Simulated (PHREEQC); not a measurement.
**Copper plating or etch bath: an equilibrium model**

A solution holds 120 mmol/kgw Cu(BF4)2, 5.3 mmol/kgw H2SO4 and 4.9 mmol/kgw Na2SO4, at 92 °C. Closed to the air; pH follows from the charge balance.

The numbers come from PHREEQC with the ion-association model, wateq4f.dat.

Precipitation was switched off in this run.

What pH does the model give?

pH 2.29.

In which forms is F present?

BF4- 92 %, HF 3.3 %, BF3OH- 3.0 %, BF2(OH)2- 0.8 % of the F.

Species that the database lacks are ignored. Away from 25 °C the constants follow the database's enthalpies or fits; those with neither stay at their 25 °C values. Real BF4- forms and hydrolyses slowly; the run takes it at equilibrium.
